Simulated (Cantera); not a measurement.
Charge: 1 mol SiCl₄, 43 mol N₂, held at 0.150 bar.

These are equilibrium values from Cantera (NASA tables, ideal gas, pure condensed phases), not measurements of a reactor. Candidate condensed phases: Si, Si₃N₄; 13 gas species. The tables' values for SiCl₃ are old estimates; treat these amounts as uncertain. Rates play no part.

x: gas mole fraction; nothing condenses.

| T (K) | x N₂ | x SiCl₄ | x Cl | x SiCl₃ | x SiCl₂ | x Cl₂ |
|---|---|---|---|---|---|---|
| 1148 | 0.977 | 0.0227 | 3.88e-6 | 4.49e-6 | ___ | 3.15e-7 |
| 1223 | 0.977 | 0.0227 | 1.40e-5 | 1.55e-5 | ___ | 8.26e-7 |
| 1298 | 0.977 | 0.0227 | 4.37e-5 | 4.64e-5 | ___ | 1.93e-6 |
| 1373 | 0.977 | 0.0226 | 0.000120 | 0.000122 | ___ | 4.11e-6 |
| 1448 | 0.977 | 0.0224 | 0.000300 | 0.000289 | ___ | 8.16e-6 |
| 1523 | 0.977 | 0.0220 | 0.000688 | 0.000616 | ___ | 1.53e-5 |
| 1598 | 0.976 | 0.0213 | 0.00147 | 0.00119 | ___ | 2.75e-5 |
| 1673 | 0.974 | 0.0201 | 0.00294 | 0.00211 | ___ | 4.68e-5 |

### Question
Complete the blanks.

### Answer

- 1148, x SiCl₂: 9.81e-9
- 1223, x SiCl₂: 8.45e-8
- 1298, x SiCl₂: 5.67e-7
- 1373, x SiCl₂: 3.07e-6
- 1448, x SiCl₂: 1.37e-5
- 1523, x SiCl₂: 5.14e-5
- 1598, x SiCl₂: 0.000165
- 1673, x SiCl₂: 0.000461
